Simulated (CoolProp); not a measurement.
A single-stage vapour-compression cycle with propylene: evaporating at 251.15 K (dew point), condensing at 301.15 K (bubble point), superheat 10 K, subcooling 0 K, compressor efficiency 0.9, no pressure losses. Each further row changes one setting.

The numbers come from the reference Helmholtz-energy equation of state, Lemmon 2013 in CoolProp.

```json
[
 {"case": "as stated", "cooling COP": "___", "pressure ratio": "4.37", "discharge temperature (K)": "329.5", "refrigerating effect (kJ/kg)": "299", "volumetric capacity (kJ/m³)": "1770"},
 {"case": "evaporating temperature 256.15 K", "cooling COP": "4.09", "pressure ratio": "3.67", "discharge temperature (K)": "___", "refrigerating effect (kJ/kg)": "___", "volumetric capacity (kJ/m³)": "___"},
 {"case": "condensing temperature 296.15 K", "cooling COP": "4.04", "pressure ratio": "3.86", "discharge temperature (K)": "323.3", "refrigerating effect (kJ/kg)": "313", "volumetric capacity (kJ/m³)": "1840"},
 {"case": "subcooling 5 K", "cooling COP": "3.69", "pressure ratio": "4.37", "discharge temperature (K)": "329.5", "refrigerating effect (kJ/kg)": "313", "volumetric capacity (kJ/m³)": "1840"},
 {"case": "superheat 20 K", "cooling COP": "___", "pressure ratio": "4.37", "discharge temperature (K)": "___", "refrigerating effect (kJ/kg)": "___", "volumetric capacity (kJ/m³)": "1770"},
 {"case": "compressor efficiency 0.8", "cooling COP": "3.14", "pressure ratio": "4.37", "discharge temperature (K)": "___", "refrigerating effect (kJ/kg)": "299", "volumetric capacity (kJ/m³)": "1770"}
]
```

Task: Some entries are withheld; supply them.

Result: 
- as stated, cooling COP: 3.53
- evaporating temperature 256.15 K, discharge temperature (K): 326.9
- evaporating temperature 256.15 K, refrigerating effect (kJ/kg): 305
- evaporating temperature 256.15 K, volumetric capacity (kJ/m³): 2120
- superheat 20 K, cooling COP: 3.54
- superheat 20 K, discharge temperature (K): 339.5
- superheat 20 K, refrigerating effect (kJ/kg): 314
- compressor efficiency 0.8, discharge temperature (K): 335.0
